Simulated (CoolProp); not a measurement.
Vapour-liquid equilibrium of hydrogen sulfide (1) + n-pentane (2) at 30.55 °C; x and y are mole fractions of (1).

Values from CoolProp's multi-fluid Helmholtz-energy mixture model, Lemmon 2006 and Thol 2019; pair parameters Kunz 2012.

```tsv
x	bubble pressure, mixture model (MPa)	bubble pressure, Raoult's law (MPa)	y, mixture model	y, Raoult's law
0.05	0.2041	0.1947	0.595	0.592
0.15	0.4869	0.4169	0.837	0.829
0.25	0.7782	0.6391	0.902	0.902
0.35	1.038	0.8612	0.930	0.937
0.45	1.252	1.083	0.945	0.958
0.55	1.429	1.306	0.955	0.971
0.65	1.590	1.528	0.963	0.981
0.75	1.756	1.750	0.972	0.988
0.85	1.948	1.972	0.982	0.994
0.95	2.177	2.194	0.993	0.998
```

The largest gap from Raoult's law is +21.8 % in bubble pressure, at x = 0.25. No azeotrope shows between x = 0.05 and 0.95.

Pair parameters are fitted to limited data, so mixtures are less certain than the pure fluids. The gap from Raoult's law changes sign with composition, which may be real or a fault of the pair parameters; it wasn't checked against measurements.
